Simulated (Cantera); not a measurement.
An isothermal, constant-pressure homogeneous reactor starts with 0.105 % CO, 3.91 % O₂, 0.724 % H₂O, 95.3 % N₂, equivalence ratio 0.013, at 850 K and 0.132 atm.

Detailed kinetics in Cantera: GRI-Mech 3.0 (53 species, 325 reactions).

x: mole fraction; the columns are a selection and need not sum to one.

```csv
t (s),x CO,x O₂,x H₂O,x NO₂,x H₂O₂
2.00e-6,0.00105,0.0391,0.00724,<1e-12,<1e-12
8.25e-6,0.00105,0.0391,0.00724,<1e-12,<1e-12
3.40e-5,0.00105,0.0391,0.00724,<1e-12,<1e-12
0.000140,0.00105,0.0391,0.00724,<1e-12,<1e-12
0.000579,0.00105,0.0391,0.00724,<1e-12,<1e-12
0.00239,0.00105,0.0391,0.00724,<1e-12,<1e-12
0.00985,0.00105,0.0391,0.00724,<1e-12,<1e-12
0.0406,0.00105,0.0391,0.00724,<1e-12,<1e-12
0.168,0.00105,0.0391,0.00724,<1e-12,<1e-12
0.691,0.00105,0.0391,0.00724,<1e-12,<1e-12
2.85,0.00100,0.0390,0.00724,<1e-12,3.31e-7
11.8,…,0.0389,0.00724,<1e-12,3.99e-7
48.5,…,0.0387,0.00724,4.40e-12,2.24e-7
200,…,0.0386,0.00724,1.33e-11,1.71e-8
```

Problem. Fill in the missing entries.

Solution. 
- 11.8, x CO: 0.000712
- 48.5, x CO: 0.000253
- 200, x CO: 2.41e-5
